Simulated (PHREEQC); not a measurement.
Model water analysis in mg/L, 20 °C, pH 6.13, pe -0.4: Na 0.447; K 0.000705; Ca 0.495; Mg 0.0327; Cl 0.0985; S(6) as SO4 0.0273; Alkalinity as HCO3 2.56; Li 0.00428; B 0.00265.

Valence states are taken as typed.

Equilibrium calculation in PHREEQC: ion-association model, phreeqc.dat.

Precipitation was switched off in this run.

Estimate the charge-balance error.

charge-balance error 2.3 %.

In which forms is C present?

CO2 64 %, HCO3- 36 % of the C.
